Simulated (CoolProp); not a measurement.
The fluid at 424.14 K and 11.7 MPa is throttled through a valve to 4.55 MPa with no heat exchange. The same conditions are run with several fluids, on thermodynamics alone (safety and materials aside).

Computed with CoolProp (reference Helmholtz-energy equation of state of each fluid (R365MFC: Lemmon 2016; benzene: Thol 2012; R1336mzz(Z): McLinden 2020; ethanol: Schroeder 2014; 1,2-dichloroethane: Thol 2015)).

```json
[
 {"fluid": "R365MFC", "temperature change (K)": "-1.3", "final density (kg/m³)": "[?]"},
 {"fluid": "benzene", "temperature change (K)": "[?]", "final density (kg/m³)": "[?]"},
 {"fluid": "R1336mzz(Z)", "temperature change (K)": "[?]", "final density (kg/m³)": "989"},
 {"fluid": "ethanol", "temperature change (K)": "[?]", "final density (kg/m³)": "657"},
 {"fluid": "1,2-dichloroethane", "temperature change (K)": "[?]", "final density (kg/m³)": "[?]"}
]
```

Q: Fill in the missing entries.

A: 
- R365MFC, final density (kg/m³): 950
- benzene, temperature change (K): +1.5
- benzene, final density (kg/m³): 735
- R1336mzz(Z), temperature change (K): -2.3
- ethanol, temperature change (K): +0.3
- 1,2-dichloroethane, temperature change (K): +1.4
- 1,2-dichloroethane, final density (kg/m³): 1050
